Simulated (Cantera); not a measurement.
Charge: 1 mol NH3, 0.046 mol H2O, equilibrated at 3098 K and 75.0 Torr.

Equilibrium computed with Cantera from the NASA thermochemical tables; the gas is ideal and each condensed phase is pure. Candidate condensed phases: H2O; 24 gas species. Equilibrium is a limit: real reactors are often held back by kinetics, nucleation or transport.

Base state: H 0.411, H2 0.378, N2 0.193, H2O 0.0106, OH 0.00410, O 0.00270, NO 0.000315, N 3.57e-5 (mole fractions); condensed: gas only.

Question: What changes in the equilibrium state with this change: temperature from 3098 K to 3023 K?

Answer: 
```tsv
species	before	after
H2	0.378	0.430
H	0.411	0.351
N2	0.193	0.200
H2O	0.0106	0.0128
N	3.57e-5	2.28e-5
O	0.00270	0.00177
```
